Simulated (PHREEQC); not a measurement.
PHREEQC input (ion-association model, wateq4f.dat):

```
SOLUTION 1
  temp 25
  units mol/kgw
  pH 7 charge
  Cl 0.051
  S(6) 0.0004
  Zn 0.0004
  Cu(2) 0.019
SOLUTION 2
  temp 25
  units mol/kgw
  pH 7 charge
  Cl 0.002249
  Ni 0.0011
  Na 9e-05
END
SELECTED_OUTPUT 1
  -reset false
  -pH true
  -pe true
  -ionic_strength true
  -water true
  -totals Cl Cu Na Ni S Zn Cu(1) Cu(2) S(-2) S(6)
  -molalities H+ Cl- Cu+2 Na+ Ni+2 SO4-2 Zn+2 NaSO4- HSO4- H2S
    HS- S-2 O2 OH- CuCl2- CuCl3-2 Cu+ CuCl+ CuCl2 CuCl3-
    CuCl4-2 CuOH+ Cu(OH)2 Cu(OH)3- Cu(OH)4-2 Cu2(OH)2+2 CuSO4 Cu(HS)3- ZnCl+ ZnCl2
    ZnCl3- ZnCl4-2 ZnOH+ Zn(OH)2 Zn(OH)3- Zn(OH)4-2 ZnOHCl Zn(HS)2 Zn(HS)3- ZnSO4
    Zn(SO4)2-2 NiCl+ NiOH+ Ni(OH)2 Ni(OH)3- NiSO4 NiCl2 Ni(SO4)2-2
  -equilibrium_phases Tenorite Brochantite Antlerite Atacamite Zincite(c) Zn4(OH)6SO4 Zn5(OH)8Cl2 Ni(OH)2 Ni4(OH)6SO4 Halite
    Mirabilite Chalcanthite Goslarite Morenosite
PRINT
  -reset false
MIX 1
  1 1
  2 0
EQUILIBRIUM_PHASES 1
  Tenorite 0 0
  Brochantite 0 0
  Antlerite 0 0
  Atacamite 0 0
  Zincite(c) 0 0
  Zn4(OH)6SO4 0 0
  Zn5(OH)8Cl2 0 0
  Ni(OH)2 0 0
  Ni4(OH)6SO4 0 0
  Halite 0 0
  Mirabilite 0 0
  Chalcanthite 0 0
  Goslarite 0 0
  Morenosite 0 0
  O2(g) -0.68 10
END
# ... the last block is repeated for the other 20 points of share of solution B
```

Selected output (columns that matter, 12 of 21 rows; share of solution B added in front):

```
share of solution B	pH	mu	Cl	Cu	Na	Ni	S	Zn	m_H+	m_Cl-	m_Cu+2	m_Na+	m_Ni+2	Ni(OH)2
0	1.9647	0.068702	0.051	0.019	0	0	0.0004	0.0004	0.012901	0.049885	0.017807	0	0	0
0.1	2.0084	0.062302	0.046125	0.0171	9e-06	0.00011	0.00036	0.00036	0.011611	0.045184	0.016093	8.9968e-06	0.0001039	0
0.2	2.0573	0.055878	0.04125	0.0152	1.8e-05	0.00022	0.00032	0.00032	0.01032	0.040472	0.014367	1.7994e-05	0.00020867	0
0.25	2.0841	0.052657	0.038812	0.01425	2.25e-05	0.000275	0.0003	0.0003	0.0096749	0.038111	0.013499	2.2493e-05	0.0002614	0
0.35	2.1436	0.046194	0.033937	0.01235	3.15e-05	0.000385	0.00026	0.00026	0.0083832	0.033379	0.011754	3.149e-05	0.00036761	0
0.45	2.2133	0.039704	0.029062	0.01045	4.05e-05	0.000495	0.00022	0.00022	0.0070908	0.028635	0.0099949	4.0488e-05	0.00047487	0
0.55	2.2971	0.033183	0.024187	0.00855	4.95e-05	0.000605	0.00018	0.00018	0.0057975	0.023875	0.008221	4.9487e-05	0.0005833	0
0.65	2.4026	0.026629	0.019312	0.00665	5.85e-05	0.000715	0.00014	0.00014	0.0045031	0.019101	0.006431	5.8487e-05	0.00069308	0
0.75	2.5447	0.020037	0.014437	0.00475	6.75e-05	0.000825	0.0001	0.0001	0.0032075	0.01431	0.004623	6.7487e-05	0.00080448	0
0.8	2.6396	0.016726	0.011999	0.0038	7.2e-05	0.00088	8e-05	8e-05	0.0025591	0.011907	0.0037115	7.1988e-05	0.00086092	0
0.9	2.9389	0.010065	0.0071241	0.0019	8.1e-05	0.00099	4e-05	4e-05	0.0012606	0.0070874	0.0018708	8.0992e-05	0.00097581	0
1	6.939	0.0033185	0.002249	0	9e-05	0.00108	0	0	1.2192e-07	0.0022442	0	9e-05	0.0010742	1.9975e-05
```

Complexes and solids missing from the database can't appear. The database's Ni(OH)2 is the aged solid; a fresh precipitate is more soluble.
